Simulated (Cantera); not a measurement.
A perfectly stirred reactor is fed with NO : N2 = 1 : 9.3 (molar parts), at 0.0470 bar; it is held at 1598 K, and followed from long to short residence time.

Cantera simulation using GRI-Mech 3.0 (53 species, 325 reactions); the numbers are that mechanism's predictions, not measurements. Radical loss at walls, strong at low pressure, is not modelled.

Question: What does this change do: pressure from 0.0470 bar to 0.370 bar?

Answer: 
```tsv
quantity	before	after
x(NO) at τ = 25.0 s	0.0964	0.0920
x(NO2) at τ = 25.0 s	5.56e-6	2.74e-5
x(N2O) at τ = 25.0 s	3.19e-6	3.00e-6
x(O2) at τ = 25.0 s	0.000357	0.00249
x(O) at τ = 25.0 s	2.32e-6	1.34e-6
x(NO) at τ = 27.0 ms	0.0971	0.0971
x(NO2) at τ = 27.0 ms	1.70e-7	3.46e-6
x(N2O) at τ = 27.0 ms	3.25e-7	1.54e-6
x(O2) at τ = 27.0 ms	5.22e-9	2.59e-7
x(O) at τ = 27.0 ms	2.23e-7	2.12e-7
```
